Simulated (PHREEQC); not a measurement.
Buffer (model solution)

A solution holds 0.051 mol/kgw H3PO4 and 3.8e-05 mol/kgw Na2CO3, at 25 °C. Closed to the air; pH follows from the charge balance.

Equilibrium calculation in PHREEQC: ion-association model, phreeqc.dat.

Precipitation was switched off in this run.

### Question
What pH, ionic strength, specific conductance does the model give?

### Answer
pH 1.82; ionic strength 0.0171 mol/kgw; specific conductance 5960 µS/cm.

### Question
In which forms is P present?

### Answer
H3PO4 66 %, H2PO4- 34 % of the P.
